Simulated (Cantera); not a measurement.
Premixed flame

A freely propagating, adiabatic, planar premixed flame of H₂ : O₂ : N₂ : H₂O = 1 : 0.312 : 1.17 : 0.72 (molar parts), equivalence ratio 1.6, unburnt at 400 K and 0.345 atm; unity-Lewis-number transport, grid criteria slope 0.08 and curve 0.16, no radiation.

Computed with Cantera and the H2/O2 subset of GRI-Mech 3.0, which has no nitrogen chemistry. Unity Lewis numbers drop preferential diffusion, which matters most where H2 and H carry the flame. Burning velocities carry a grid error of a few per cent, more on coarse grids.

```tsv
z (mm)	T (K)	u (m/s)	x H₂	x O₂	x H₂O	x OH	x H₂O₂	x H
-3.43	400	1.56	0.312	0.0974	0.225	<1e-8	<1e-8	<1e-8
-2.29	400	1.56	0.312	0.0974	0.225	<1e-8	2.95e-8	<1e-8
-1.71	401	1.56	0.312	0.0974	0.225	<1e-8	1.52e-7	<1e-8
-1.14	405	1.58	0.312	0.0971	0.226	<1e-8	1.30e-6	<1e-8
-0.571	498	1.93	0.302	0.0917	0.239	1.16e-5	1.46e-5	1.51e-5
-0.286	760	2.90	0.269	0.0746	0.280	0.000265	1.10e-5	0.00245
0	1089	4.06	0.201	0.0434	0.350	0.000902	1.47e-6	0.0215
0.286	1299	4.78	0.139	0.0166	0.408	0.00262	1.11e-6	0.0443
0.571	1408	5.13	0.118	0.00640	0.431	0.00390	1.16e-6	0.0479
1.14	1515	5.48	0.116	0.00253	0.442	0.00446	8.14e-7	0.0389
2.29	1610	5.77	0.120	0.00132	0.449	0.00405	4.25e-7	0.0268
4.57	1685	6.00	0.123	0.000601	0.455	0.00314	1.99e-7	0.0171
9.14	1737	6.16	0.126	0.000230	0.459	0.00213	8.70e-8	0.0103
```
x: mole fraction of selected species; z is measured from the peak of heat release.

```json
{
 "laminar_burning_velocity": "156 cm/s",
 "thermal_thickness": "1.14 mm",
 "peak x(OH)": "0.00446",
 "peak x(H₂O₂)": "1.65e-5",
 "peak x(H)": "0.0483",
 "grid_points": "112"
}
```
